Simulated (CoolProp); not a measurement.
Vapour-liquid equilibrium of acetone (1) + toluene (2) at 437.8 K; x and y are mole fractions of (1).

Computed with CoolProp (multi-fluid Helmholtz-energy mixture model, Lemmon 2006 and Lemmon 2006; pair parameters Bell 2016).

```tsv
x	bubble pressure (MPa)	y at the bubble point	dew pressure at overall composition x (MPa)	liquid density (mol/L)
0.05	0.4552	0.189	0.3968	7.908
0.125	0.5592	0.369	0.4264	8.048
0.2	0.6537	0.487	0.4605	8.194
0.275	0.7413	0.573	0.5001	8.345
0.35	0.8239	0.640	0.5464	8.502
0.425	0.9031	0.696	0.6011	8.666
0.5	0.9803	0.745	0.6661	8.837
0.575	1.057	0.788	0.7439	9.016
0.65	1.133	0.829	0.8370	9.203
0.725	1.210	0.867	0.9479	9.400
0.8	1.288	0.904	1.078	9.606
0.875	1.369	0.940	1.226	9.824
0.95	1.452	0.976	1.391	10.05
```

No azeotrope shows between x = 0.05 and 0.95.

Pair parameters are fitted to limited data, so mixtures are less certain than the pure fluids.
